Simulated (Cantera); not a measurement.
Input: 1 mol Si, 8.1 mol HF, 0.52 mol NF3, at 1523.15 K and 0.165 Torr.

These are equilibrium values from Cantera (NASA tables, ideal gas, pure condensed phases), not measurements of a reactor. Candidate condensed phases: Si, Si3N4; 37 gas species. The tables' values for SiF3, SiF2 are old estimates; treat these amounts as uncertain. Rates play no part.

Task: What is the equilibrium state?

Result: 
```
Quantity                              Value
--------------------------------  ---------
x(HF)                                 0.696
x(H2)                                 0.148
x(SiF4)                               0.121
x(N2)                                0.0319
x(SiF3)                             0.00197
x(H)                               0.000601
x(SiF2)                             1.76e-5
x(SiHF3)                            1.49e-5
gas amount                        8.151 mol
log10 activity of Si(s) (absent)      -7.74
```
